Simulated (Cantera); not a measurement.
# Thermodynamics of oxide etching and cleaning by halides, feed B2O3 + F2 + H2

Input: 1 mol B2O3, 3.5 mol F2, 20 mol H2, held at 800 K.

Method: chemical equilibrium by Gibbs-energy minimisation in Cantera with the NASA 1993 tables (ideal gas, pure condensed phases). Candidate condensed phases: B, B2O3, B3O3H3, H2O; 43 gas species. Gases not in the tables: H3BO3. The numbers say what is thermodynamically allowed, not how fast it happens.

| P (Pa) | x H2 | x HF | x H2O | x BF3 | x B3O3F3 | x (HBO2)3 | x BOF | x HBO2 | n B2O3(l) |
|---|---|---|---|---|---|---|---|---|---|
| 1 | 0.720 | 0.152 | 0.0766 | 0.0477 | 0.00330 | 6.23e-6 | 0.000127 | 1.14e-5 | 0.338 |
| 6.80 | 0.723 | 0.127 | 0.0901 | 0.0562 | 0.00388 | 2.07e-5 | 3.75e-5 | 4.76e-6 | 0.225 |
| 46 | 0.726 | 0.103 | 0.103 | 0.0640 | 0.00442 | 6.55e-5 | 1.09e-5 | 1.95e-6 | 0.119 |
| 320 | 0.729 | 0.0810 | 0.114 | 0.0711 | 0.00492 | 0.000202 | 3.11e-6 | 7.80e-7 | 0.0210 |
| 2200 | 0.731 | 0.0673 | 0.121 | 0.0775 | 0.00339 | 0.000292 | 7.60e-7 | 2.44e-7 | 0 |
| 15000 | 0.732 | 0.0574 | 0.126 | 0.0826 | 0.00176 | 0.000277 | 1.70e-7 | 6.66e-8 | 0 |
| 100000 | 0.733 | 0.0504 | 0.130 | 0.0861 | 0.000720 | 0.000183 | 3.56e-8 | 1.64e-8 | 0 |
x: gas mole fraction; n: condensed amount in mol.

From 1.00e-5 bar to 0.00320 bar the condensed part is B2O3(l). From 0.0220 bar to 1.00 bar nothing is condensed.
